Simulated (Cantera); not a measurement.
A closed system holds: 1 mol TEOS, 13 mol H2O, equilibrated at 0.0133 bar.

Equilibrium computed with Cantera from the NASA thermochemical tables; the gas is ideal and each condensed phase is pure. Candidate condensed phases: C, C6H6, C7H8, C8H18, H2O, Si, SiC, SiO2; 123 gas species. The feed counts by its element totals alone. The tables hold silica as quartz up to 1696 K and as liquid above; real silica turns to tridymite and cristobalite and melts near 1996 K. The numbers say what is thermodynamically allowed, not how fast it happens.

Question: Which condensed phases are stable at each of these points (T (K)): 675, 725, 775, 825, 875, 925, 975, 1025, 1075, 1125, 1175, 1225?

Answer: 
| T (K) | condensed phases | Si condensed (%) |
|---|---|---|
| 675 | C(graphite) + SiO2(α-quartz) | 100.0 |
| 725 | C(graphite) + SiO2(α-quartz) | 100.0 |
| 775 | SiO2(α-quartz) | 100.0 |
| 825 | SiO2(α-quartz) | 100.0 |
| 875 | SiO2(β-quartz) | 100.0 |
| 925 | SiO2(β-quartz) | 100.0 |
| 975 | SiO2(β-quartz) | 100.0 |
| 1025 | SiO2(β-quartz) | 100.0 |
| 1075 | SiO2(β-quartz) | 100.0 |
| 1125 | SiO2(β-quartz) | 100.0 |
| 1175 | SiO2(β-quartz) | 100.0 |
| 1225 | SiO2(β-quartz) | 100.0 |

From 675 K to 725 K the condensed part is C(graphite) + SiO2(α-quartz). From 775 K to 825 K the condensed part is SiO2(α-quartz). From 875 K to 1225 K the condensed part is SiO2(β-quartz).
